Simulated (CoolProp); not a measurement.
The fluid at 242.76 K and 0.708 MPa flows at 0.11 m/s in a round tube of 50 mm bore and 1.5 µm roughness, fully developed (64/Re and Nu = 3.66 if laminar; Colebrook and Gnielinski if turbulent). The same conditions are run with several fluids, on thermodynamics alone (safety and materials aside).

The numbers come from the reference Helmholtz-energy equation of state of each fluid (CH2F2 (R32): Tillner-Roth 1997; c-C4F8 (RC318): Platzer 1990; R124: de Vries 1995) in CoolProp. The equations of Platzer and Polt are older, rougher fits.

| fluid | Reynolds number | Darcy friction factor | pressure drop (Pa/m) | heat-transfer coefficient (W/(m² K)) | mass flow (kg/h) |
|---|---|---|---|---|---|
| CH2F2 (R32) | 28200 | 0.0239 | 3.34 | 417 | 897 |
| c-C4F8 (RC318) | 10500 | 0.0305 | 6.29 | 153 | 1320 |
| R124 | [?] | [?] | 5.05 | 206 | [?] |

Some entries are withheld; supply them.


- R124, Reynolds number: 16300
- R124, Darcy friction factor: 0.0273
- R124, mass flow (kg/h): 1190

Transport values come from each fluid's own correlations; those of CH2F2 (R32), c-C4F8 (RC318), R124 are estimates that may be off by 10 % or more.
